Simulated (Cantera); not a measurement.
An isothermal, constant-pressure homogeneous reactor starts with 56.8 % N₂O, 0.681 % H₂, 42.6 % N₂, at 1400 K and 1.00 atm.

Computed with Cantera and GRI-Mech 3.0 (53 species, 325 reactions). GRI-Mech 3.0 was tuned for natural gas; its chemistry of N2O as a main component is partial and can be far from experiment. The temperature is held fixed by assumption; the heat of reaction is taken as removed at once.

One state of this run: x N₂O = 1.17e-6; x H₂ = 5.55e-9; x N₂ = 0.745; x O = 4.10e-7; x H₂O = 0.00532; x OH = 6.90e-6. x: mole fraction; the columns are a selection and need not sum to one.

Question: Which value of t (s) does it belong to?
(A) 0.0545
(B) 7.17e-6
(C) 9.00
(D) 0.195

Answer: C, 9.00
